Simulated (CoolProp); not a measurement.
Vapour-liquid equilibrium of propylene (1) + R115 (2) at 1.56 MPa; x and y are mole fractions of (1).

The numbers come from the multi-fluid Helmholtz-energy mixture model, Lemmon 2013 and Lemmon 2016; pair parameters Bell 2016 in CoolProp.

```
x      bubble temperature, mixture model (°C)  bubble temperature, Raoult's law (°C)  y, mixture model  y, Raoult's law
-----  --------------------------------------  -------------------------------------  ----------------  ---------------
0.05                                      [?]                                   46.8             0.076            0.062
0.125                                     [?]                                   46.1             0.181            0.151
0.2                                      40.4                                   45.3             0.273            0.238
0.275                                    38.4                                   44.5             0.355            0.321
0.35                                     36.9                                   43.7               [?]            0.402
0.425                                    35.7                                   43.0             0.492            0.480
0.5                                      34.8                                   42.3             0.552            0.556
0.575                                    34.2                                   41.5             0.607            0.629
0.65                                     33.8                                   40.8               [?]            0.700
0.725                                    33.8                                   40.1             0.717            0.768
0.8                                      34.1                                   39.4             0.778            0.834
0.875                                    34.9                                   38.7               [?]            0.898
0.95                                     36.2                                   38.0             0.931            0.960
```

**Question.** What belongs in the gaps?

**Answer.** 
- 0.05, bubble temperature, mixture model (°C): 45.4
- 0.125, bubble temperature, mixture model (°C): 42.7
- 0.35, y, mixture model: 0.428
- 0.65, y, mixture model: 0.662
- 0.875, y, mixture model: 0.847

The largest gap from Raoult's law is -7.5 K in bubble temperature, at x = 0.5. y crosses x between x = 0.65 and 0.725: the model has an azeotrope there.

The pair parameters rest on a limited set of measurements; away from them the model extrapolates.
